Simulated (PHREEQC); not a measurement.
Dissolve 0.049 mol/kgw NaH2PO4 and 0.1 mol/kgw Na2CO3 at 25 °C. Closed to the air; pH follows from the charge balance.

Equilibrium calculation in PHREEQC: ion-association model, phreeqc.dat.

Each row changes one thing in this solution. No solid was allowed to form.

```tsv
case	pH	ionic strength (mol/kgw)	Na+ (mol/kgw)	HCO3- (mol/kgw)	NaCO3- (mol/kgw)	CO3-2 (mol/kgw)
as made	9.62	0.284	0.215	0.0467	0.0264	0.0240
NaH2PO4 left out	11.26	0.206	0.154	0.00249	[?]	0.0517
Na2CO3 from 0.1 to 0.11 mol/kgw	[?]	0.302	[?]	0.0467	0.0322	0.0281
Na2CO3 from 0.1 to 0.05 mol/kgw	8.41	0.188	0.142	0.0454	0.00109	0.00129
NaH2PO4 from 0.049 to 0.245 mol/kgw	6.62	0.523	0.419	[?]	7.24e-5	4.21e-5
temperature from 25 to 35 °C	[?]	0.273	0.210	0.0468	0.0321	0.0185
```

**Question.** What belongs in the gaps?

**Answer.** 
- NaH2PO4 left out, NaCO3- (mol/kgw): 0.0457
- Na2CO3 from 0.1 to 0.11 mol/kgw, pH: 9.68
- Na2CO3 from 0.1 to 0.11 mol/kgw, Na+ (mol/kgw): 0.229
- NaH2PO4 from 0.049 to 0.245 mol/kgw, HCO3- (mol/kgw): 0.0697
- temperature from 25 to 35 °C, pH: 9.43
